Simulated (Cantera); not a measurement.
## Equilibrium for oxide etching and cleaning by halides: B₂O₃ + HF

Charge: 1 mol B₂O₃, a varied amount of HF, at 1327 °C and 100000 Pa.

Cantera equilibrium calculation (NASA polynomials, part measured and part estimated; ideal gas, pure solids and liquids). Candidate condensed phases: B, B₂O₃, B₃O₃H₃, H₂O; 43 gas species. Gases not in the tables: H₃BO₃. Kinetics and transport are ignored.

| n(HF) (mol) | log p HF | log p H₂O | log p BF₃ | log p BOF | log p HBO₂ | log p B₃O₃F₃ | log p (HBO₂)₃ | log p H₂ | n B₂O₃(l) |
|---|---|---|---|---|---|---|---|---|---|
| 3.4 | -0.41 | -0.52 | -0.82 | -0.96 | -1.52 | -1.63 | -3.22 | -3.66 | 0.394 |
| 6.5 | -0.38 | -0.53 | -0.80 | -1.03 | -1.64 | -1.85 | -3.59 | -3.67 | 0 |
| 9.5 | -0.28 | -0.59 | -0.81 | -1.30 | -2.06 | -2.64 | -4.85 | -3.71 | 0 |
| 13 | -0.20 | -0.68 | -0.88 | -1.60 | -2.52 | -3.54 | -6.23 | -3.77 | 0 |
| 16 | -0.16 | -0.75 | -0.94 | -1.82 | -2.85 | -4.20 | -7.23 | -3.82 | 0 |
| 19 | -0.13 | -0.81 | -1.00 | -2.00 | -3.13 | -4.75 | -8.06 | -3.87 | 0 |
| 22 | -0.11 | -0.87 | -1.06 | -2.16 | -3.37 | -5.22 | -8.77 | -3.91 | 0 |
| 25 | -0.10 | -0.93 | -1.11 | -2.29 | -3.57 | -5.62 | -9.37 | -3.95 | 0 |
| 28 | -0.09 | -0.97 | -1.16 | -2.41 | -3.74 | -5.97 | -9.90 | -3.98 | 0 |
| 31 | -0.08 | -1.02 | -1.20 | -2.51 | -3.90 | -6.28 | -10.36 | -4.01 | 0 |
| 34 | -0.07 | -1.06 | -1.24 | -2.60 | -4.04 | -6.56 | -10.78 | -4.03 | 0 |
| 37 | -0.06 | -1.09 | -1.27 | -2.69 | -4.16 | -6.81 | -11.16 | -4.06 | 0 |
log p: log10 of the partial pressure in bar; n: condensed amount in mol.

At 3.4 mol HF the condensed part is B₂O₃(l). From 6.5 mol HF to 37 mol HF nothing is condensed.
